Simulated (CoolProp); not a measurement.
Model: reference Helmholtz-energy equation of state, Lemmon 2006, in CoolProp. It is a short technical equation, of lower accuracy than the large ones.

Task: Give the vapour pressure (MPa), liquid cp (kJ/(kg K)), vapour Z of saturated CH3F (R41) at 230.2, 252.9 K.

Result: 
| T (K) | p (MPa) | liquid cp (kJ/(kg K)) | vapour Z |
|---|---|---|---|
| 230.2 | 0.514 | 2.18 | 0.884 |
| 252.9 | 1.13 | 2.34 | 0.808 |
